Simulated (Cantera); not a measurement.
A perfectly stirred reactor is fed with 0.353 % CH4, 98.0 % H2, 1.67 % O2, at 16.5 Torr; it is held at 2248 K, and followed from long to short residence time.

Cantera simulation using GRI-Mech 3.0 (53 species, 325 reactions); the numbers are that mechanism's predictions, not measurements. Radical loss at walls, strong at low pressure, is not modelled.

x: mole fraction; the columns are a selection and need not sum to one.

| τ (s) | x CH4 | x H2 | x O2 | x C2H2 | x H2O | x C2H4 |
|---|---|---|---|---|---|---|
| 0.70 | 1.63e-5 | 0.928 | 1.61e-6 | 1.78e-6 | 0.0293 | 1.13e-9 |
| 0.42 | 3.19e-5 | 0.930 | 2.80e-6 | 5.98e-6 | 0.0294 | 3.86e-9 |
| 0.25 | 6.09e-5 | 0.932 | 4.94e-6 | 1.87e-5 | 0.0295 | 1.26e-8 |
| 0.15 | 0.000107 | 0.934 | 8.60e-6 | 4.97e-5 | 0.0297 | 3.57e-8 |
| 0.089 | ? | 0.935 | ? | ? | 0.0299 | ? |
| 0.053 | 0.000270 | 0.935 | 2.58e-5 | 0.000206 | 0.0303 | 1.96e-7 |
| 0.032 | ? | 0.935 | ? | ? | 0.0307 | ? |
| 0.019 | 0.000520 | 0.936 | 7.39e-5 | 0.000412 | 0.0311 | 6.60e-7 |
| 0.011 | 0.000689 | 0.935 | 0.000128 | 0.000476 | 0.0314 | 1.11e-6 |
| 0.0068 | 0.000857 | 0.935 | 0.000207 | 0.000486 | 0.0315 | 1.66e-6 |
| 0.0041 | 0.00105 | 0.935 | 0.000343 | 0.000453 | 0.0315 | 2.40e-6 |

Problem. What belongs in the gaps?

Solution. 
- 0.089, x CH4: 0.000177
- 0.089, x O2: 1.50e-5
- 0.089, x C2H2: 0.000112
- 0.089, x C2H4: 8.99e-8
- 0.032, x CH4: 0.000382
- 0.032, x O2: 4.35e-5
- 0.032, x C2H2: 0.000313
- 0.032, x C2H4: 3.72e-7
